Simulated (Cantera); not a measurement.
A Cantera script and what it prints.

```python
import numpy as np
import cantera as ct

gas_names = """
    O2 CO2 PbO TaO2 B2O3
""".split()
cond_names = """
    C(gr) Pb(cr) Pb(L) Ta(cr) Ta(L) B(b) B(L) Nb(cr) Nb(L) NbO2(I) NbO2(II) NbO2(III) NbO2(L)
""".split()


def load(file, names, dense=False):
    # The tables refer to 1 bar. Condensed volumes are neglected.
    table = {s.name: s for s in ct.Species.list_from_file(file)}
    out = []
    for n in names:
        d = dict(table[n].input_data)
        d["thermo"] = dict(d["thermo"], **{"reference-pressure": 1e5})
        if dense:
            d["equation-of-state"] = {"model": "constant-volume", "density": "1e6 g/cm^3"}
        out.append(ct.Species.from_dict(d))
    return out


species = {s.name: s for s in load("nasa_gas.yaml", gas_names) + load("nasa_condensed.yaml", cond_names)}
# Each term lists the table entries of one substance; the one whose range holds T is used.
reactions = {
    'C + O2(g) = CO2(g)':
        [(-1, ['C(gr)']), (-1, ['O2']), (1, ['CO2'])],
    '2 Pb + O2(g) = 2 PbO(g)':
        [(-2, ['Pb(cr)', 'Pb(L)']), (-1, ['O2']), (2, ['PbO'])],
    'Ta + O2(g) = TaO2(g)':
        [(-1, ['Ta(cr)', 'Ta(L)']), (-1, ['O2']), (1, ['TaO2'])],
    '1.333 B + O2(g) = 0.6667 B2O3(g)':
        [(-1.3333333333333333, ['B(b)', 'B(L)']), (-1, ['O2']), (0.6666666666666666, ['B2O3'])],
    'Nb + O2(g) = NbO2':
        [(-1, ['Nb(cr)', 'Nb(L)']), (-1, ['O2']), (1, ['NbO2(I)', 'NbO2(II)', 'NbO2(III)', 'NbO2(L)'])],
}


def pick(names, T):
    return next(species[n] for n in names if species[n].thermo.min_temp <= T <= species[n].thermo.max_temp)


results = []
for label, terms in reactions.items():
    print(label)
    print("     T/K   dH/kJ  dS/(J/K)   dG/kJ   log10 K")
    for T in [1748, 1798, 1848, 1898, 1948, 1998, 2048, 2098, 2148, 2198, 2248]:
        used = [(nu, pick(names, T)) for nu, names in terms]
        dH = sum(nu * s.thermo.h(T) for nu, s in used) / 1e6
        dS = sum(nu * s.thermo.s(T) for nu, s in used) / 1e3
        dG = dH - T * dS / 1e3
        logK = -dG * 1e6 / (ct.gas_constant * T * np.log(10))
        results.append((label, T, dH, dS, dG, logK, [s.name for _, s in used]))
        print(f"{T:8g} {dH:8.1f} {dS:8.1f} {dG:8.1f} {logK:8.2f}")
```

Output:

```
C + O2(g) = CO2(g)
     T/K   dH/kJ  dS/(J/K)   dG/kJ   log10 K
    1748   -396.2      0.1   -396.3    11.84
    1798   -396.3     -0.0   -396.3    11.51
    1848   -396.5     -0.1   -396.3    11.20
    1898   -396.6     -0.1   -396.3    10.91
    1948   -396.7     -0.2   -396.3    10.63
    1998   -396.8     -0.3   -396.3    10.36
    2048   -397.0     -0.3   -396.3    10.11
    2098   -397.1     -0.4   -396.2     9.87
    2148   -397.2     -0.5   -396.2     9.64
    2198   -397.4     -0.5   -396.2     9.42
    2248   -397.5     -0.6   -396.2     9.21
2 Pb + O2(g) = 2 PbO(g)
     T/K   dH/kJ  dS/(J/K)   dG/kJ   log10 K
    1748    103.4     95.8    -64.1     1.91
    1798    102.4     95.2    -68.8     2.00
    1848    101.5     94.7    -73.6     2.08
    1898    100.5     94.2    -78.3     2.15
    1948     99.6     93.7    -83.0     2.23
    1998     98.6     93.2    -87.7     2.29
    2048     97.7     92.8    -92.3     2.35
    2098     96.7     92.3    -97.0     2.41
    2148     95.7     91.8   -101.6     2.47
    2198     94.7     91.4   -106.1     2.52
    2248     93.7     90.9   -110.7     2.57
Ta + O2(g) = TaO2(g)
     T/K   dH/kJ  dS/(J/K)   dG/kJ   log10 K
    1748   -212.2     19.9   -247.0     7.38
    1798   -212.7     19.6   -248.0     7.20
    1848   -213.2     19.3   -248.9     7.04
    1898   -213.7     19.0   -249.9     6.88
    1948   -214.3     18.8   -250.8     6.73
    1998   -214.8     18.5   -251.8     6.58
    2048   -215.4     18.2   -252.7     6.44
    2098   -216.0     17.9   -253.6     6.31
    2148   -216.6     17.6   -254.5     6.19
    2198   -217.2     17.4   -255.3     6.07
    2248   -217.8     17.1   -256.2     5.95
1.333 B + O2(g) = 0.6667 B2O3(g)
     T/K   dH/kJ  dS/(J/K)   dG/kJ   log10 K
    1748   -563.3    -29.7   -511.5    15.28
    1798   -563.7    -29.8   -510.0    14.82
    1848   -564.0    -30.0   -508.5    14.37
    1898   -564.4    -30.2   -507.0    13.95
    1948   -564.7    -30.4   -505.5    13.55
    1998   -565.1    -30.6   -504.0    13.18
    2048   -565.5    -30.8   -502.4    12.81
    2098   -565.9    -31.0   -500.9    12.47
    2148   -566.3    -31.2   -499.3    12.14
    2198   -566.7    -31.3   -497.8    11.83
    2248   -567.1    -31.5   -496.2    11.53
Nb + O2(g) = NbO2
     T/K   dH/kJ  dS/(J/K)   dG/kJ   log10 K
    1748   -766.6   -157.2   -491.8    14.70
    1798   -765.9   -156.8   -484.0    14.06
    1848   -765.3   -156.4   -476.1    13.46
    1898   -764.6   -156.1   -468.3    12.89
    1948   -764.0   -155.8   -460.5    12.35
    1998   -763.4   -155.5   -452.8    11.84
    2048   -762.8   -155.2   -445.0    11.35
    2098   -762.2   -154.9   -437.2    10.89
    2148   -761.7   -154.7   -429.5    10.44
    2198   -668.9   -112.0   -422.7    10.05
    2248   -667.9   -111.5   -417.2     9.69
```

Source: NASA polynomial tables (part measured, part estimated), evaluated in Cantera. Condensed species are held in their standard states even where they would react or evaporate.
